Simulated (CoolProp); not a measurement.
The fluid at 238.07 K and 20 MPa expands adiabatically to 2.82 MPa with isentropic efficiency 0.7. The same conditions are run with several fluids, on thermodynamics alone (safety and materials aside).

The numbers come from the reference Helmholtz-energy equation of state of each fluid (fluorine: de Reuck 1990; dry air: Lemmon 2000; CF4 (R14): Platzer 1990; methane: Setzmann 1991; oxygen: Schmidt 1985) in CoolProp. The equations of Platzer and Polt are older, rougher fits. Blends and air are pseudo-pure fits.

Task: Rank fluorine, dry air, CF4 (R14), methane, oxygen by work (kJ/kg), highest first.

Result: methane (61.7), dry air (57.2), oxygen (44.4), fluorine (42.3), CF4 (R14) (10.5)

```csv
fluid,final temperature (K),final phase,final density (kg/m³)
fluorine,150.1,gas,105
dry air,150.1,gas,81.0
CF4 (R14),218.0,"two-phase, vapour fraction 0.049",892
methane,175.5,"two-phase, vapour fraction 0.605",73.8
oxygen,146.2,gas,103
```
